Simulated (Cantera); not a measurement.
**Ammonia decomposition in nitride growth gas**

A perfectly stirred reactor is fed with 40.0 % NH₃, 60.0 % N₂, at 0.132 atm; it is held at 1750 K, and followed from long to short residence time.

Detailed kinetics in Cantera: the gas-phase N/H chemistry of the illustrative SiF4/NH3 mechanism in the Surface Chemkin manual (1991). Walls and surfaces, which speed up NH3 decomposition in real reactors, are not modelled.

| τ (s) | x NH₃ | x NH₂ | x N₂ | x NH | x N₂H₄ | x H |
|---|---|---|---|---|---|---|
| 3.2 | 0.207 | 0.000139 | 0.586 | 1.75e-6 | 1.23e-8 | 5.30e-5 |
| 1.2 | 0.292 | 0.000179 | 0.592 | 1.91e-6 | 2.03e-8 | 2.73e-5 |
| 0.48 | 0.347 | 0.000207 | 0.596 | 1.85e-6 | 2.72e-8 | 1.30e-5 |
| 0.18 | 0.378 | 0.000228 | 0.598 | 1.61e-6 | 3.30e-8 | 5.46e-6 |
| 0.070 | 0.391 | 0.000238 | 0.599 | 1.33e-6 | 3.62e-8 | 2.24e-6 |
| 0.027 | 0.397 | 0.000236 | 0.600 | 1.08e-6 | 3.54e-8 | 8.72e-7 |
| 0.010 | 0.399 | 0.000209 | 0.600 | 8.33e-7 | 2.79e-8 | 3.07e-7 |
| 0.0039 | 0.400 | 0.000149 | 0.600 | 4.94e-7 | 1.42e-8 | 1.07e-7 |
x: mole fraction; the columns are a selection and need not sum to one.
